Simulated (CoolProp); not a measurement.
The numbers come from the reference Helmholtz-energy equation of state, Akasaka 2023 in CoolProp.

**Question.** Give the vapour pressure (bar), liquid density (kg/m³), vapour density (kg/m³) of saturated R1336mzz(E) at 388 K.

**Answer.** 
```json
[
 {"T (K)": "388", "p (bar)": "20.4", "liquid density (kg/m³)": "894", "vapour density (kg/m³)": "187"}
]
```
